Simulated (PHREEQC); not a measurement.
0.37 g of hydrous ferric oxide (600 m²/g; 0.2 weak and 0.005 strong sites per Fe, Dzombak-Morel constants, diffuse double layer) in 1 kg of water with 0.1 mol/kgw of an inert sodium salt and 4.8e-05 mol NaH2PO4, at 25 °C; the pH is set by adding NaOH or the inert anion's acid. Oxygen is held at 0.21 atm. The system is closed to CO2. Nothing may precipitate in this run.

Computed with PHREEQC (ion-association model, wateq4f.dat).

```csv
pH,P sorbed (%),surface charge σ (C/m²),surface potential ψ (mV)
3,100.0,0.338,149
3.38,100.0,0.326,147
3.75,100.0,0.309,145
4.12,100.0,0.284,140
4.5,100.0,0.249,134
4.88,100.0,0.208,125
5.25,100.0,0.169,114
5.62,100.0,0.132,102
6,100.0,0.099,87
6.38,100.0,0.071,72
6.75,100.0,0.049,56
7.12,99.9,0.031,39
7.5,99.7,0.016,21
7.88,98.8,0.002,2
8.25,95.6,-0.011,-15
8.62,85.1,-0.025,-32
9,61.9,-0.039,-48
```

H3PO4, which wateq4f.dat lacks, is added to it with the constant of phreeqc.dat. The oxide is taken as insoluble; below pH 4 it would dissolve.
